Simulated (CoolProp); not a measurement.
The numbers come from the reference Helmholtz-energy equation of state, Lemmon 2005 in CoolProp. It is a short technical equation, of lower accuracy than the large ones.

Problem. For 1-butene, give the phase and the density (kg/m³), Joule-Thomson coefficient (K/MPa), isothermal compressibility (1/MPa), expansivity (1/kK) at -124.55 °C and 0.101 MPa; -94.35 °C and 0.101 MPa; 6.05 °C and 0.101 MPa.

Solution. 
- -124.55 °C and 0.101 MPa: liquid; density 752, Joule-Thomson coefficient -0.555, isothermal compressibility 0.000638, expansivity 1.41
- -94.35 °C and 0.101 MPa: liquid; density 720, Joule-Thomson coefficient -0.534, isothermal compressibility 0.000839, expansivity 1.45
- 6.05 °C and 0.101 MPa: gas; density 2.53, Joule-Thomson coefficient 36.1, isothermal compressibility 10.3, expansivity 4.07
